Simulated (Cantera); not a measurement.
An isothermal, constant-pressure homogeneous reactor starts with H₂ : O₂ = 0.076 : 1 (molar parts), equivalence ratio 0.038, at 1350 K and 0.0263 atm.

Cantera simulation using the H2/O2 subset of GRI-Mech 3.0, which has no nitrogen chemistry; the numbers are that mechanism's predictions, not measurements. Radical loss at walls, strong at low pressure, is not modelled. The temperature is held fixed by assumption; the heat of reaction is taken as removed at once.

One state of this run: x H₂ = 2.01e-5; x O₂ = 0.926; x H₂O = 0.0727; x H₂O₂ = 3.45e-8; x H = 1.35e-5. x: mole fraction; the columns are a selection and need not sum to one.

Q: Which value of t (s) does it belong to?
A) 3.00e-5
B) 0.000102
C) 1.75
D) 0.152

A: D, 0.152
